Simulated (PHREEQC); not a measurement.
Solution A (31 mmol/kgw TMAH and 0.0045 mmol/kgw CO2) is mixed with solution B (0.051 mol HCl, 0.0026 mol CaCl2 and 0.0081 mol KCl per kg of water) at 25 °C; shares are by mass of water, 1 kg in all. Oxygen alone is held at its pressure in air (log pO2 = -0.68). No CO2 enters from the air. Only these solids could form: Calcite, Portlandite.

Model: ion-association model, wateq4f.dat, run in PHREEQC.

| share of solution B | pH | Ca+2 (mol/kgw) | CO3-2 (mol/kgw) | CO2 (mol/kgw) | CaCO3 (mol/kgw) |
|---|---|---|---|---|---|
| 0 | 12.42 | 0 | 4.48e-6 | 1.67e-14 | 0 |
| 0.1 | 12.28 | 0.000216 | 3.64e-6 | 2.53e-14 | 3.81e-7 |
| 0.2 | 12.09 | 0.000460 | 2.90e-6 | 4.98e-14 | 6.63e-7 |
| 0.35 | 11.29 | 0.000890 | 1.91e-6 | 1.35e-12 | 8.77e-7 |
| 0.45 | 2.29 | 0.00117 | 0 | 2.47e-6 | 0 |
| 0.55 | 1.91 | 0.00143 | 0 | 2.02e-6 | 0 |
| 0.65 | 1.72 | 0.00169 | 0 | 1.57e-6 | 0 |
| 0.8 | 1.53 | 0.00208 | 0 | 9.00e-7 | 0 |
| 0.9 | 1.44 | 0.00234 | 0 | 4.50e-7 | 0 |
| 1 | 1.37 | 0.00260 | 0 | 0 | 0 |

(CH3)4N+ isn't in the database: it is added as a free cation with an ion size of 4 Å.
